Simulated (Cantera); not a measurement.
Feed: 1 mol SiO2, 0.46 mol Si, 3.9 mol N2, held at 345 Torr.

These are equilibrium values from Cantera (NASA tables, ideal gas, pure condensed phases), not measurements of a reactor. Candidate condensed phases: Si, SiO2, Si2N2O, Si3N4; 16 gas species. Mutual solubility and eutectic melting of coexisting phases are not modelled. The tables hold silica as quartz up to 1696 K and as liquid above; real silica turns to tridymite and cristobalite and melts near 1996 K. The numbers say what is thermodynamically allowed, not how fast it happens.

x: gas mole fraction; n: condensed amount in mol.

| T (K) | x N2 | x SiO | x SiO2 | x Si | x SiN | x NO | n SiO2(β-quartz) | n Si2N2O(s) | n SiO2(condensed) | n SiO2(l) |
|---|---|---|---|---|---|---|---|---|---|---|
| 1675 | 1.000 | 0.000412 | 6.52e-10 | 4.29e-10 | 1.92e-10 | 1.22e-10 | 0.846 | 0.306 | 0 | 0 |
| 1725 | 0.999 | 0.00116 | 2.20e-9 | 2.11e-9 | 7.97e-10 | 2.67e-10 | 0 | 0.305 | 0.845 | 0 |
| 1775 | 0.997 | 0.00306 | 6.87e-9 | 9.47e-9 | 3.06e-9 | 5.58e-10 | 0 | 0.303 | 0.843 | 0 |
| 1825 | 0.992 | 0.00764 | 2.01e-8 | 3.92e-8 | 1.09e-8 | 1.12e-9 | 0 | 0.297 | 0.837 | 0 |
| 1875 | 0.982 | 0.0182 | 5.54e-8 | 1.51e-7 | 3.64e-8 | 2.14e-9 | 0 | 0.284 | 0.824 | 0 |
| 1925 | 0.959 | ___ | 1.45e-7 | ___ | 1.14e-7 | ___ | 0 | ___ | 0.794 | 0 |
| 1975 | 0.908 | ___ | 3.59e-7 | ___ | 3.39e-7 | ___ | 0 | ___ | ___ | 0 |
| 2025 | 0.809 | 0.191 | 8.50e-7 | 5.96e-6 | 8.93e-7 | 1.12e-8 | 0 | 0 | 0 | 0.540 |
| 2075 | 0.809 | 0.191 | 1.93e-6 | 4.40e-6 | 5.88e-7 | 3.84e-8 | 0 | 0 | 0 | 0.540 |
| 2125 | 0.809 | 0.191 | 4.20e-6 | 3.30e-6 | 3.96e-7 | 1.24e-7 | 0 | 0 | 0 | 0.540 |
| 2175 | 0.809 | 0.191 | 8.81e-6 | 2.51e-6 | 2.72e-7 | 3.78e-7 | 0 | 0 | 0 | 0.540 |

Question: Some entries are withheld; supply them.

Answer: 
- 1925, x SiO: 0.0415
- 1925, x Si: 5.48e-7
- 1925, x NO: 3.92e-9
- 1925, n Si2N2O(s): 0.254
- 1975, x SiO: 0.0915
- 1975, x Si: 1.89e-6
- 1975, x NO: 6.77e-9
- 1975, n Si2N2O(s): 0.182
- 1975, n SiO2(condensed): 0.722
